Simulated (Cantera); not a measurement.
A perfectly stirred reactor is fed with H₂ : O₂ : N₂ : CO₂ = 1 : 1.11 : 4.18 : 0.48 (molar parts), equivalence ratio 0.45, at 5.00 bar; it is adiabatic with a 800 K inlet, and is followed from long to short residence time, starting on the burning branch (τ in s: 0.13, 0.072, 0.039, 0.021, 0.011, 0.0061, 0.0033, 0.0018, 0.00096, 0.00052, 0.00028, 0.00015, 8.1e-05).

Detailed kinetics in Cantera: GRI-Mech 3.0 (53 species, 325 reactions). The hydrogen kinetics of GRI-Mech 3.0 are dated; newer H2 mechanisms differ, most at raised pressure.

Q: Predict: blow-out, bracketed by the residence times tried; x(H₂) at τ = 0.130 s; x(O₂) at τ = 0.130 s; x(H₂O₂) at τ = 0.130 s; x(O) at τ = 0.130 s; x(NO) at τ = 0.130 s; x(H₂) at τ = 3.30 ms; x(O₂) at τ = 3.30 ms; x(H₂O₂) at τ = 3.30 ms; x(O) at τ = 3.30 ms; x(NO) at τ = 3.30 ms.

A: 
| Property | Result |
|---|---|
| blow-out, bracketed by the residence times tried | burning at 81.0 µs, the shortest tried |
| x(H₂) at τ = 0.130 s | 3.33e-5 |
| x(O₂) at τ = 0.130 s | 0.0971 |
| x(H₂O₂) at τ = 0.130 s | 1.35e-7 |
| x(O) at τ = 0.130 s | 3.23e-5 |
| x(NO) at τ = 0.130 s | 3.03e-5 |
| x(H₂) at τ = 3.30 ms | 0.000296 |
| x(O₂) at τ = 3.30 ms | 0.0970 |
| x(H₂O₂) at τ = 3.30 ms | 4.12e-7 |
| x(O) at τ = 3.30 ms | 0.000189 |
| x(NO) at τ = 3.30 ms | 9.64e-6 |
